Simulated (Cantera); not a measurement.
Mg(OH)2 + C + H2O (calcination and drying)

Charge: 1 mol Mg(OH)2, 0.009 mol C, 1.2 mol H2O, at 0.0160 bar.

These are equilibrium values from Cantera (NASA tables, ideal gas, pure condensed phases), not measurements of a reactor. Candidate condensed phases: C, C6H6, C7H8, C8H18, H2O, Mg, MgCO3, MgO, Mg(OH)2; 116 gas species. Rates play no part.

| T (°C) | x H2O | x H2 | x OH | x O2 | x H | x CO2 | x O | n MgO(s) |
|---|---|---|---|---|---|---|---|---|
| 602 | 0.988 | 0.00814 | 3.18e-12 | <1e-12 | 3.58e-11 | 0.00406 | <1e-12 | 1.00 |
| 702 | 0.988 | 0.00813 | 1.80e-10 | <1e-12 | 8.15e-10 | 0.00405 | <1e-12 | 1.00 |
| 802 | 0.988 | 0.00812 | 4.82e-9 | <1e-12 | 1.05e-8 | 0.00404 | <1e-12 | 1.00 |
| 902 | 0.988 | 0.00811 | 7.41e-8 | 5.18e-11 | 8.73e-8 | 0.00403 | <1e-12 | 1.00 |
| 1002 | 0.988 | 0.00809 | 7.44e-7 | 2.84e-9 | 5.24e-7 | 0.00402 | 4.70e-11 | 1.00 |
| 1102 | 0.988 | 0.00808 | 5.36e-6 | 8.73e-8 | 2.44e-6 | 0.00401 | 1.49e-9 | 1.00 |
| 1202 | 0.988 | 0.00808 | 2.95e-5 | 1.69e-6 | 9.22e-6 | 0.00399 | 2.95e-8 | 1.00 |
| 1302 | 0.988 | 0.00815 | 0.000131 | 2.22e-5 | 2.97e-5 | 0.00398 | 3.99e-7 | 1.000 |
| 1402 | 0.987 | 0.00862 | 0.000472 | 0.000195 | 8.52e-5 | 0.00396 | 3.77e-6 | 1.000 |
| 1502 | 0.983 | 0.0105 | 0.00136 | 0.000984 | 0.000235 | 0.00391 | 2.37e-5 | 1.000 |
| 1602 | 0.974 | 0.0151 | 0.00321 | 0.00290 | 0.000636 | 0.00381 | 0.000102 | 1.000 |
| 1702 | 0.958 | 0.0229 | 0.00653 | 0.00622 | 0.00164 | 0.00364 | 0.000344 | 1.000 |
| 1802 | 0.933 | 0.0347 | 0.0120 | 0.0112 | 0.00392 | 0.00338 | 0.000976 | 1.000 |
| 1902 | 0.894 | 0.0511 | 0.0205 | 0.0182 | 0.00872 | 0.00303 | 0.00246 | 0.998 |
x: gas mole fraction; n: condensed amount in mol.

From 602 °C to 1902 °C the condensed part is MgO(s).
